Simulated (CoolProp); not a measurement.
Saturation properties of R134a (Tc = 101.1 °C, pc = 40.59 bar, ω = 0.327).

Model: reference Helmholtz-energy equation of state, Tillner-Roth 1994, in CoolProp.

```tsv
T (°C)	p (bar)	liquid density (kg/m³)	vapour density (kg/m³)	liquid viscosity (µPa s)	vapour viscosity (µPa s)	liquid conductivity (mW/(m K))
-97.15	0.007548	1575	[?]	1690	7.07	142
-89.85	0.01546	1555	0.1037	1340	[?]	137
-82.65	0.02940	1536	[?]	1090	7.64	133
-75.35	0.05331	1516	0.3326	912	7.93	129
-68.15	0.09123	1497	0.5505	778	8.21	[?]
-60.85	0.1505	1477	0.8798	671	8.49	121
-53.65	0.2370	[?]	1.346	587	8.76	117
-46.45	0.3608	[?]	1.995	[?]	9.03	114
-39.15	0.5354	1415	2.887	461	9.30	110
```

Problem. Some entries are withheld; supply them.

Solution. 
- -97.15, vapour density (kg/m³): 0.05270
- -89.85, vapour viscosity (µPa s): 7.36
- -82.65, vapour density (kg/m³): 0.1901
- -68.15, liquid conductivity (mW/(m K)): 125
- -53.65, liquid density (kg/m³): 1457
- -46.45, liquid density (kg/m³): 1436
- -46.45, liquid viscosity (µPa s): 519

It boils at -26.1 °C under 1 atm.

Viscosity comes from a separate model (Huber 2003), an estimate that may be off by 10 % or more. Thermal conductivity comes from a separate model (McLinden 2000), an estimate that may be off by 10 % or more.
